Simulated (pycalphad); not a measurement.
All values are pycalphad results on the COST 507 light-alloy database (1999) (1 atm), not direct measurements. The database dates from 1999; later assessments differ in places, in temperatures and in the compounds included. Amounts are mole fractions of atoms. Kinetics are ignored, which matters at the lower temperatures.

### Question
Give the equilibrium state of Si-8.02C (at.%) at 2300 K.

### Answer
liquid, fraction 0.846, with 0.39 C at.%; CSI, fraction 0.154, with 50.0 C at.%.

### Question
Give the equilibrium state of Si-8.02C (at.%) at 725 K.

### Answer
diamond (Si), fraction 0.840, with <0.01 C at.%; CSI, fraction 0.160, with 50.0 C at.%.

Database names, with the compositions (at.%) that they take in these runs: CSI: Si 50 C 50.
